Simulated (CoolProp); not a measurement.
A single-stage vapour-compression cycle with methanol: evaporating at 295.15 K (dew point), condensing at 362.15 K (bubble point), superheat 5 K, subcooling 2 K, compressor efficiency 0.9, no pressure losses. Each further row changes one setting.

Computed with CoolProp (reference Helmholtz-energy equation of state, de Reuck 1993).

| case | cooling COP | pressure ratio | discharge temperature (K) | refrigerating effect (kJ/kg) | volumetric capacity (kJ/m³) |
|---|---|---|---|---|---|
| as stated | 3.27 | 17.0 | 490.1 | 1010 | 191 |
| evaporating temperature 300.15 K | 3.66 | 13.1 | (withheld) | 1010 | 245 |
| condensing temperature 357.15 K | (withheld) | (withheld) | 477.4 | 1020 | 194 |
| subcooling 7 K | 3.32 | 17.0 | 490.1 | 1020 | 194 |
| superheat 15 K | 3.20 | 17.0 | 507.0 | 1030 | 187 |
| compressor efficiency 0.8 | 2.90 | 17.0 | 510.2 | 1010 | 191 |

Problem. What belongs in the gaps?

Solution. 
- evaporating temperature 300.15 K, discharge temperature (K): 476.5
- condensing temperature 357.15 K, cooling COP: 3.58
- condensing temperature 357.15 K, pressure ratio: 14.4
